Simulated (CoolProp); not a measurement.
Values from CoolProp's reference Helmholtz-energy equation of state, Akasaka 2023.

**Question.** For R1336mzz(E), give the phase and the density (kg/m³), cv (kJ/(kg K)), Joule-Thomson coefficient (K/MPa), expansivity (1/kK) at 293.7 K and 2.92 MPa; 303.2 K and 2.92 MPa; 307.9 K and 2.92 MPa.

**Answer.** 
- 293.7 K and 2.92 MPa: liquid; density 1350, cv 0.879, Joule-Thomson coefficient -0.231, expansivity 2.10
- 303.2 K and 2.92 MPa: liquid; density 1320, cv 0.884, Joule-Thomson coefficient -0.195, expansivity 2.25
- 307.9 K and 2.92 MPa: liquid; density 1310, cv 0.886, Joule-Thomson coefficient -0.174, expansivity 2.33
